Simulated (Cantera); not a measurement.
A perfectly stirred reactor is fed with NO : N₂ : H₂O = 1 : 11 : 0.33 (molar parts), at 100.0 Torr; it is held at 1800 K, and followed from long to short residence time.

Cantera simulation using GRI-Mech 3.0 (53 species, 325 reactions); the numbers are that mechanism's predictions, not measurements.

Problem. Predict: x(NO) at τ = 25.0 s; x(O) at τ = 25.0 s; x(N₂O) at τ = 25.0 s; x(O₂) at τ = 25.0 s; x(NO₂) at τ = 25.0 s; x(NO) at τ = 0.240 s; x(O) at τ = 0.240 s; x(N₂O) at τ = 0.240 s; x(O₂) at τ = 0.240 s; x(NO₂) at τ = 0.240 s.

Solution. 
```json
{
  "x(NO) at τ = 25.0 s": "0.0652",
  "x(O) at τ = 25.0 s": "3.03e-5",
  "x(N₂O) at τ = 25.0 s": "1.34e-6",
  "x(O₂) at τ = 25.0 s": "0.00789",
  "x(NO₂) at τ = 25.0 s": "1.15e-5",
  "x(NO) at τ = 0.240 s": "0.0809",
  "x(O) at τ = 0.240 s": "4.04e-6",
  "x(N₂O) at τ = 0.240 s": "2.02e-6",
  "x(O₂) at τ = 0.240 s": "0.000173",
  "x(NO₂) at τ = 0.240 s": "2.65e-6"
}
```
